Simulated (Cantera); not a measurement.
## Thermodynamics of thermal oxidation and active oxidation of silicon, feed Si + N₂O + N₂

Input: 1 mol Si, 0.029 mol N₂O, 13 mol N₂, equilibrated at 1625 °C and 5.80 mbar.

These are equilibrium values from Cantera (NASA tables, ideal gas, pure condensed phases), not measurements of a reactor. Candidate condensed phases: Si, SiO₂, Si₂N₂O, Si₃N₄; 16 gas species. The tables' values for SiN are old estimates; treat these amounts as uncertain. The numbers say what is thermodynamically allowed, not how fast it happens.

| Quantity | Result |
|---|---|
| x(N₂) | 0.996 |
| x(SiO) | 0.00222 |
| x(Si) | 0.00212 |
| x(Si₂N) | 7.85e-5 |
| x(SiN) | 5.42e-5 |
| x(Si₂) | 1.69e-5 |
| x(Si₃) | 3.82e-6 |
| n(Si(l)) | 0.940 mol |
| gas amount | 13.09 mol |
